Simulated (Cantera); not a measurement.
An isothermal, constant-pressure homogeneous reactor starts with NO : N2 = 1 : 5.5 (molar parts), at 1400 K and 0.0612 atm. Integrator tolerance rtol = 1e-08.

Cantera simulation using GRI-Mech 3.0 (53 species, 325 reactions); the numbers are that mechanism's predictions, not measurements.

### Question
What does this change do: temperature 1400 to 1825 K?

### Answer
```csv
quantity,before,after
x(NO) at 10.0 s,0.154 (gas-phase equilibrium 0.000476),0.141 (gas-phase equilibrium 0.00294)
x(N2O) at 10.0 s,6.87e-6 (gas-phase equilibrium 8.15e-9),7.83e-6 (gas-phase equilibrium 4.53e-8)
x(O) at 10.0 s,1.07e-7 (gas-phase equilibrium 1.06e-6),5.82e-5 (gas-phase equilibrium 0.000170)
x(N2) at 10.0 s,0.846 (gas-phase equilibrium 0.923),0.852 (gas-phase equilibrium 0.922)
x(NO2) at 10.0 s,1.41e-5 (gas-phase equilibrium 5.31e-7),1.56e-5 (gas-phase equilibrium 1.04e-6)
x(O2) at 10.0 s,2.35e-5 (gas-phase equilibrium 0.0767),0.00626 (gas-phase equilibrium 0.0754)
```
